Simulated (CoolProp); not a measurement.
A single-stage vapour-compression cycle with the fluid: evaporating at 319.15 K (dew point), condensing at 383.15 K (bubble point), superheat 8 K, subcooling 5 K, compressor efficiency 0.8, no pressure losses. The same conditions are run with several fluids, on thermodynamics alone (safety and materials aside).

Values from CoolProp's reference Helmholtz-energy equation of state of each fluid (the fluoroketone C6F12O (FK-5-1-12): McLinden 2015; chloromethane (R40): Thol 2014; R236EA: Rui 2013; benzene: Thol 2012; vinyl chloride: Thol 2022; neopentane: Lemmon 2006).

### Question
Rank the fluoroketone C6F12O (FK-5-1-12), chloromethane (R40), R236EA, benzene, vinyl chloride, neopentane by cooling COP, highest first.

### Answer
benzene (3.38), vinyl chloride (2.98), chloromethane (R40) (2.88), neopentane (2.46), R236EA (2.36), the fluoroketone C6F12O (FK-5-1-12) (1.76)

| fluid | pressure ratio | discharge temperature (K) | refrigerating effect (kJ/kg) | volumetric capacity (kJ/m³) |
|---|---|---|---|---|
| the fluoroketone C6F12O (FK-5-1-12) | 6.24 | 383.2 | 27.8 | 311 |
| chloromethane (R40) | 3.81 | 441.9 | 246 | 5410 |
| R236EA | 4.79 | 383.2 | 69.2 | 1750 |
| benzene | 7.55 | 402.7 | 316 | 285 |
| vinyl chloride | 3.93 | 420.3 | 209 | 3790 |
| neopentane | 4.25 | 383.1 | 143 | 1330 |

The compression ends wet for: the fluoroketone C6F12O (FK-5-1-12); R236EA; neopentane.
